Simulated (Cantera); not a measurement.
# Si + N₂O + H₂ (thermal oxidation and active oxidation of silicon)

Input: 1 mol Si, 0.47 mol N₂O, 3.6 mol H₂, held at 0.150 Pa.

Cantera equilibrium calculation (NASA polynomials, part measured and part estimated; ideal gas, pure solids and liquids). Candidate condensed phases: H₂O, Si, SiO₂, Si₂N₂O, Si₃N₄; 35 gas species. Mutual solubility and eutectic melting of coexisting phases are not modelled. The tables' values for SiN are old estimates; treat these amounts as uncertain. Rates play no part.

From 750 °C to 1050 °C the condensed part is Si(s) + Si₂N₂O(s). From 1150 °C to 1250 °C the condensed part is Si(s). From 1350 °C to 1750 °C nothing is condensed. The main Si-bearing gas is SiO at 750 °C and Si at 1750 °C.

```tsv
T (°C)	x H₂	x H	x SiO	x N₂	x Si	x Si₂	n Si(s)	n Si₂N₂O(s)
750	1.000	3.38e-6	7.82e-7	7.82e-7	3.97e-10	<1e-12	0.0600	0.470
850	1.000	3.48e-5	6.15e-5	6.15e-5	4.29e-8	1.46e-12	0.0602	0.470
950	0.995	0.000245	0.00234	0.00234	2.15e-6	2.39e-10	0.0685	0.462
1050	0.897	0.00123	0.0510	0.0510	5.91e-5	1.80e-8	0.265	0.265
1150	0.788	0.00481	0.103	0.103	0.00102	7.29e-7	0.525	0
1250	0.769	0.0165	0.101	0.101	0.0120	1.81e-5	0.474	0
1350	0.671	0.0462	0.0906	0.0906	0.101	0.000281	0	0
1450	0.611	0.116	0.0873	0.0873	0.0982	6.96e-5	0	0
1550	0.497	0.249	0.0812	0.0811	0.0914	1.83e-5	0	0
1650	0.331	0.443	0.0722	0.0722	0.0813	5.00e-6	0	0
1750	0.167	0.635	0.0633	0.0633	0.0713	1.47e-6	0	0
```
x: gas mole fraction; n: condensed amount in mol.
